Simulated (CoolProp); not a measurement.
A single-stage vapour-compression cycle with carbonyl sulfide: evaporating at 205.15 K (dew point), condensing at 253.15 K (bubble point), superheat 8 K, subcooling 2 K, compressor efficiency 0.85, no pressure losses. Each further row changes one setting.

Model: reference Helmholtz-energy equation of state, Lemmon 2006, in CoolProp. It is a short technical equation, of lower accuracy than the large ones.

```tsv
case	cooling COP	pressure ratio	discharge temperature (K)	refrigerating effect (kJ/kg)	volumetric capacity (kJ/m³)
as stated	2.95	8.35	352.3	271	380
evaporating temperature 210.15 K	(withheld)	6.36	339.1	273	493
condensing temperature 248.15 K	3.36	6.98	339.1	277	388
subcooling 7 K	(withheld)	8.35	352.3	277	388
superheat 18 K	(withheld)	8.35	(withheld)	277	370
compressor efficiency 0.75	2.60	8.35	368.5	271	380
```

**Question.** Fill in the missing entries.

**Answer.** 
- evaporating temperature 210.15 K, cooling COP: 3.46
- subcooling 7 K, cooling COP: 3.02
- superheat 18 K, cooling COP: 2.89
- superheat 18 K, discharge temperature (K): 366.1
